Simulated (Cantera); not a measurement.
Cantera run:

```python
import numpy as np
import cantera as ct

gas_names = [...]  # 110 gases of nasa_gas.yaml made of C, H, O
cond_names = """
    C(gr) C6H6(L) C7H8(L) C8H18(L),n-octa H2O(s) H2O(L)
""".split()


# ... load() reads the species with a 1 bar reference pressure and builds the phases ...
atoms = {
    'CH4': {'C': 1, 'H': 4},
    'O2': {'O': 2},
}
top_T = {'C(gr)': 4500}  # K; cautious upper limits of use, not melting points


# ... equilibrate(T, P, feed) seeds the gas with the atoms and calls Mixture.equilibrate('TP', solver="vcs", rtol=1e-11, max_steps=5000) ...
results = []
feed = {'CH4': 1, 'O2': 0.098}  # mol
P = 1333.22  # Pa
for T in [1573, 1673, 1773, 1873, 1973, 2073, 2173, 2273, 2373]:
    mix = equilibrate(T, P, feed)
    results.append((T, P, feed, dict(zip(mix.species_names, mix.species_moles))))
    x = sorted(zip(gas.X, gas.species_names), reverse=True)
    print(f"T = {T:g} K  P = {P:g} Pa  gas = {mix.phase_moles(0):.4g} mol")
    print("   x: " + "  ".join(f"{s} {v:.3e}" for v, s in x if v > 1e-05))
    print("   condensed (mol): " + ("  ".join(f"{mix.phase(i).name} {mix.phase_moles(i):.4g}"
          for i in range(1, mix.n_phases) if mix.phase_moles(i) > 1e-12) or "none"))
```

Result:

```
T = 1573 K  P = 1333.22 Pa  gas = 2.196 mol
   x: H2 9.104e-01  CO 8.924e-02  H 3.360e-04  CH4 2.027e-05  C2H2,acetylene 1.880e-05
   condensed (mol): C(gr) 0.8039
T = 1673 K  P = 1333.22 Pa  gas = 2.197 mol
   x: H2 9.098e-01  CO 8.921e-02  H 9.407e-04  C2H2,acetylene 5.184e-05  CH4 1.340e-05
   condensed (mol): C(gr) 0.8037
T = 1773 K  P = 1333.22 Pa  gas = 2.199 mol
   x: H2 9.084e-01  CO 8.915e-02  H 2.348e-03  C2H2,acetylene 1.272e-04
   condensed (mol): C(gr) 0.8034
T = 1873 K  P = 1333.22 Pa  gas = 2.202 mol
   x: H2 9.054e-01  CO 8.902e-02  H 5.319e-03  C2H2,acetylene 2.825e-04
   condensed (mol): C(gr) 0.8027
T = 1973 K  P = 1333.22 Pa  gas = 2.208 mol
   x: H2 8.996e-01  CO 8.876e-02  H 1.108e-02  C2H2,acetylene 5.763e-04
   condensed (mol): C(gr) 0.8014
T = 2073 K  P = 1333.22 Pa  gas = 2.22 mol
   x: H2 8.891e-01  CO 8.829e-02  H 2.148e-02  C2H2,acetylene 1.090e-03
   condensed (mol): C(gr) 0.7991
T = 2173 K  P = 1333.22 Pa  gas = 2.24 mol
   x: H2 8.715e-01  CO 8.751e-02  H 3.902e-02  C2H2,acetylene 1.923e-03
   condensed (mol): C(gr) 0.7953
T = 2273 K  P = 1333.22 Pa  gas = 2.272 mol
   x: H2 8.437e-01  CO 8.627e-02  H 6.683e-02  C2H2,acetylene 3.181e-03  C2H 1.062e-05
   condensed (mol): C(gr) 0.7894
T = 2373 K  P = 1333.22 Pa  gas = 2.322 mol
   x: H2 8.022e-01  H 1.083e-01  CO 8.442e-02  C2H2,acetylene 4.935e-03  C2H 3.600e-05  C4H2 1.248e-05
   condensed (mol): C(gr) 0.7807
```

Equilibrium computed with Cantera from the NASA thermochemical tables; the gas is ideal and each condensed phase is pure.
